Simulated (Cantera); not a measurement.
An adiabatic, constant-volume homogeneous reactor starts with CH4 : CO : O2 : N2 : H2O = 1 : 0.78 : 6.83 : 25.7 : 6.2 (molar parts), equivalence ratio 0.35, at 1250 K and 54000 Pa. Integrator tolerance rtol = 1e-08.

Detailed kinetics in Cantera: GRI-Mech 3.0 (53 species, 325 reactions).

**Question.** What does this change do: H2O 6.2 to 2.4 parts?

**Answer.** 
```json
[
 {"quantity": "time of steepest temperature rise", "before": "22.2 ms", "after": "19.7 ms"},
 {"quantity": "temperature at 4.00 s", "before": "2037 K", "after": "2130 K"},
 {"quantity": "equilibrium temperature", "before": "2035 K", "after": "2130 K"},
 {"quantity": "x(CH4) at 4.00 s", "before": "<1e-12 (gas-phase equilibrium <1e-12)", "after": "<1e-12 (gas-phase equilibrium <1e-12)"},
 {"quantity": "x(CO) at 4.00 s", "before": "0.000259 (gas-phase equilibrium 0.000256)", "after": "0.000546 (gas-phase equilibrium 0.000546)"},
 {"quantity": "x(O2) at 4.00 s", "before": "0.107 (gas-phase equilibrium 0.107)", "after": "0.117 (gas-phase equilibrium 0.117)"},
 {"quantity": "x(H2O) at 4.00 s", "before": "0.202 (gas-phase equilibrium 0.202)", "after": "0.119 (gas-phase equilibrium 0.119)"},
 {"quantity": "x(C2H) at 4.00 s", "before": "<1e-12 (gas-phase equilibrium <1e-12)", "after": "<1e-12 (gas-phase equilibrium <1e-12)"},
 {"quantity": "x(CH3) at 4.00 s", "before": "<1e-12 (gas-phase equilibrium <1e-12)", "after": "<1e-12 (gas-phase equilibrium <1e-12)"}
]
```

**Question.** What does this change do: pressure from 54000 Pa to 1500000 Pa?

**Answer.** 
```json
[
 {"quantity": "time of steepest temperature rise", "before": "22.2 ms", "after": "1.54 ms"},
 {"quantity": "temperature at 4.00 s", "before": "2037 K", "after": "2048 K"},
 {"quantity": "equilibrium temperature", "before": "2035 K", "after": "2048 K"},
 {"quantity": "x(CH4) at 4.00 s", "before": "<1e-12 (gas-phase equilibrium <1e-12)", "after": "<1e-12 (gas-phase equilibrium <1e-12)"},
 {"quantity": "x(CO) at 4.00 s", "before": "0.000259 (gas-phase equilibrium 0.000256)", "after": "5.38e-5 (gas-phase equilibrium 5.38e-5)"},
 {"quantity": "x(O2) at 4.00 s", "before": "0.107 (gas-phase equilibrium 0.107)", "after": "0.107 (gas-phase equilibrium 0.107)"},
 {"quantity": "x(H2O) at 4.00 s", "before": "0.202 (gas-phase equilibrium 0.202)", "after": "0.204 (gas-phase equilibrium 0.204)"},
 {"quantity": "x(C2H) at 4.00 s", "before": "<1e-12 (gas-phase equilibrium <1e-12)", "after": "<1e-12 (gas-phase equilibrium <1e-12)"},
 {"quantity": "x(CH3) at 4.00 s", "before": "<1e-12 (gas-phase equilibrium <1e-12)", "after": "<1e-12 (gas-phase equilibrium <1e-12)"}
]
```
The pressure lies above the range GRI-Mech 3.0 was tuned for (to about 10 atm).
